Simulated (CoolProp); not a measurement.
Vapour-liquid equilibrium of carbon dioxide (1) + R142b (2) at 248.1 K; x and y are mole fractions of (1).

Model: multi-fluid Helmholtz-energy mixture model, Span 1996 and Lemmon 2006; pair parameters Bell 2016, in CoolProp.

```csv
x,"bubble pressure, mixture model (bar)","bubble pressure, Raoult's law (bar)","y, mixture model","y, Raoult's law"
0.05,1.156,1.321,0.575,0.636
0.15,2.644,2.950,0.827,0.854
0.25,4.290,4.580,0.902,0.917
0.35,5.992,6.209,0.936,0.947
0.45,7.674,7.839,0.955,0.964
0.55,9.300,9.468,0.968,0.976
0.65,10.88,11.10,0.976,0.984
0.75,12.44,12.73,0.984,0.990
0.85,14.07,14.36,0.990,0.995
0.95,15.83,15.99,0.997,0.998
```

The largest gap from Raoult's law is -12.5 % in bubble pressure, at x = 0.05. No azeotrope shows between x = 0.05 and 0.95.

The pair parameters rest on a limited set of measurements; away from them the model extrapolates.
